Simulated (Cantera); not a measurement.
Input (Python, Cantera) and output of one run.

```python
import numpy as np
import cantera as ct

gas_names = """
    H H2 N NH NH2 NH3 N2 N2H2 N2H4 Si SiH SiH2 SiH3 SiH4 SiN Si2 Si2N Si3
""".split()
cond_names = """
    Si(cr) Si(L) Si3N4(a)
""".split()


# ... load() reads the species with a 1 bar reference pressure and builds the phases ...
atoms = {
    'trisilylamine': {'Si': 3, 'N': 1, 'H': 9},
    'NH3': {'N': 1, 'H': 3},
}
top_T = {'Si3N4(a)': 2400}  # K; cautious upper limits of use, not melting points


# ... equilibrate(T, P, feed) seeds the gas with the atoms and calls Mixture.equilibrate('TP', solver="vcs", rtol=1e-11, max_steps=5000) ...
results = []
feed = {'trisilylamine': 1, 'NH3': 29}  # mol
P = 130  # Pa
for T in [823, 923, 1023, 1123, 1223, 1323, 1423, 1523, 1623, 1723, 1823, 1923, 2023, 2123]:
    mix = equilibrate(T, P, feed)
    results.append((T, P, feed, dict(zip(mix.species_names, mix.species_moles))))

top = {s: max(r[3][s] / sum(r[3][g] for g in gas_names) for r in results) for s in gas_names}
cols = sorted((s for s in top if top[s] > 1e-05), key=lambda s: -top[s])[:6]
seen = [c for c in cond_names if any(r[3].get(c, 0) > 1e-12 for r in results)]
print("log10 of partial pressures in bar; condensed amounts in mol")
print(f"{'T/K':>10s}" + "".join(f"{s[:9]:>10s}" for s in cols + seen))
for T, P, feed, n in results:
    ng = sum(n[g] for g in gas_names)
    print(f"{T:10.4g}" + "".join(f"{np.log10(max(n[s] / ng * P / 1e5, 1e-99)):10.3f}" for s in cols)
          + "".join(f"{n.get(c, 0):10.4g}" for c in seen))
```

Output:

```
log10 of partial pressures in bar; condensed amounts in mol
       T/K        H2        N2         H        Si       SiH       Si2    Si(cr)     Si(L)  Si3N4(a)
       823    -2.990    -3.557   -12.630   -28.405   -27.202   -42.799         0         0         1
       923    -2.990    -3.557   -11.107   -23.608   -22.928   -35.349         0         0         1
      1023    -2.990    -3.557    -9.878   -19.753   -19.495   -29.365         0         0         1
      1123    -2.990    -3.557    -8.866   -16.590   -16.680   -24.455         0         0         1
      1223    -2.990    -3.557    -8.017   -13.948   -14.330   -20.357         0         0         1
      1323    -2.990    -3.557    -7.295   -11.710   -12.340   -16.886         0         0         1
      1423    -2.990    -3.557    -6.673    -9.790   -10.634   -13.910         0         0         1
      1523    -2.990    -3.558    -6.131    -8.126    -9.156   -11.331         0         0    0.9999
      1623    -3.005    -3.510    -5.663    -6.806    -8.006    -9.348     2.991         0         0
      1723    -3.007    -3.511    -5.242    -6.007    -7.353    -8.332         0     2.946         0
      1823    -3.011    -3.513    -4.869    -5.355    -6.831    -7.544         0     2.765         0
      1923    -3.022    -3.520    -4.537    -4.770    -6.368    -6.839         0     2.096         0
      2023    -3.047    -3.539    -4.245    -4.264    -5.979    -6.244         0         0         0
      2123    -3.068    -3.547    -3.979    -4.260    -6.080    -6.613         0         0         0
```

These are equilibrium values from Cantera (NASA tables, ideal gas, pure condensed phases), not measurements of a reactor. The feed counts by its element totals alone. The tables' values for SiN are old estimates; treat these amounts as uncertain. Gases not in the tables: Si2H6 and higher silanes.
